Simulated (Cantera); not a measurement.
# Premixed flame

A freely propagating, adiabatic, planar premixed flame of 19.3 % H2, 16.9 % O2, 63.7 % N2, equivalence ratio 0.57, unburnt at 723 K and 13300 Pa; mixture-averaged transport, grid criteria slope 0.08 and curve 0.16, no radiation.

Cantera simulation using the H2/O2 subset of GRI-Mech 3.0, which has no nitrogen chemistry; the numbers are that mechanism's predictions, not measurements. Burning velocities carry a grid error of a few per cent, more on coarse grids. Lean hydrogen flames are cellular in practice and burn faster than this planar one.

```csv
z (mm),T (K),u (m/s),x H2,x O2,x H,x H2O,x O,x HO2
-22.3,723,6.90,0.193,0.169,<1e-8,<1e-8,<1e-8,<1e-8
-14.9,723,6.90,0.193,0.169,<1e-8,<1e-8,<1e-8,<1e-8
-11.1,723,6.90,0.193,0.169,<1e-8,<1e-8,<1e-8,<1e-8
-7.43,723,6.90,0.193,0.169,7.08e-7,2.43e-7,3.88e-8,7.89e-7
-3.71,729,6.95,0.192,0.169,0.000455,0.000594,2.56e-5,3.47e-5
-1.86,808,7.64,0.174,0.166,0.00675,0.0103,0.000528,2.85e-5
0,1091,10.1,0.0782,0.129,0.0407,0.0834,0.00792,1.72e-5
1.86,1328,12.1,0.0209,0.0908,0.0488,0.148,0.0181,1.02e-5
3.71,1441,13.1,0.0172,0.0854,0.0405,0.158,0.0190,8.14e-6
7.43,1569,14.1,0.0162,0.0828,0.0301,0.166,0.0174,6.44e-6
14.9,1703,15.2,0.0142,0.0808,0.0200,0.174,0.0145,4.92e-6
29.7,1831,16.1,0.0111,0.0795,0.0116,0.184,0.0109,3.55e-6
59.4,1942,17.0,0.00751,0.0789,0.00558,0.192,0.00707,2.42e-6
```
x: mole fraction of selected species; z is measured from the peak of heat release.

```
Item                         Value
------------------------  --------
laminar burning velocity  690 cm/s
thermal thickness          7.43 mm
peak x(H)                   0.0507
peak x(O)                   0.0191
peak x(HO2)                3.48e-5
grid points                    125
```
